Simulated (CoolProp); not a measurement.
A single-stage vapour-compression cycle with R410A: evaporating at 224.15 K (dew point), condensing at 270.15 K (bubble point), superheat 0 K, subcooling 2 K, compressor efficiency 0.75, no pressure losses. Each further row changes one setting.

Model: reference Helmholtz-energy equation of state, Lemmon 2003, in CoolProp. It is a pseudo-pure fit of the blend.

| case | cooling COP | pressure ratio | discharge temperature (K) | refrigerating effect (kJ/kg) | volumetric capacity (kJ/m³) |
|---|---|---|---|---|---|
| as stated | 3.02 | 6.37 | 320.2 | 208 | 972 |
| evaporating temperature 229.15 K | … | 5.00 | … | … | 1240 |
| condensing temperature 265.15 K | … | 5.39 | 310.9 | 216 | 1010 |
| subcooling 7 K | 3.13 | 6.37 | 320.2 | 216 | 1010 |
| superheat 10 K | 2.98 | 6.37 | … | 216 | … |
| compressor efficiency 0.65 | 2.62 | 6.37 | 331.5 | 208 | 972 |

**Question.** Some entries are withheld; supply them.

**Answer.** 
- evaporating temperature 229.15 K, cooling COP: 3.54
- evaporating temperature 229.15 K, discharge temperature (K): 312.9
- evaporating temperature 229.15 K, refrigerating effect (kJ/kg): 211
- condensing temperature 265.15 K, cooling COP: 3.48
- superheat 10 K, discharge temperature (K): 332.7
- superheat 10 K, volumetric capacity (kJ/m³): 957
